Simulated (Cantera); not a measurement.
Cantera with NASA thermochemical tables; ideal gases at 1 bar, condensed phases pure. Values are per mole of reaction as written; species without (g) are pure solids or liquids, kept so even where they would boil at 1 bar.

2 SiO(g) + 4 H(g) + C ⇌ CO2(g) + 2 SiH2(g), with ΔH° = -574.0 kJ and ΔS° = -259.1 J/K at 300 K.

Question: How far is the shortcut ΔG° ≈ ΔH°(300 K) − T·ΔS°(300 K) from the full temperature-dependent value at 1398, 1548, 1698, 1848, 1998, 2148, 2298, 2448 K?

Answer: 
```
T (K)  shortcut (kJ)  full (kJ)  difference (kJ)  difference in log10 K
-----  -------------  ---------  ---------------  ---------------------
1398          -211.8     -183.0            -28.8                   1.07
1548          -172.9     -139.0            -33.9                   1.14
1698          -134.0      -94.9            -39.1                   1.20
1848           -95.2      -50.8            -44.4                   1.25
1998           -56.3       -6.5            -49.8                   1.30
2148           -17.4       37.8            -55.2                   1.34
2298            21.5       82.2            -60.7                   1.38
2448            60.3      126.6            -66.3                   1.41
```
The shortcut ignores the heat-capacity change of the reaction.
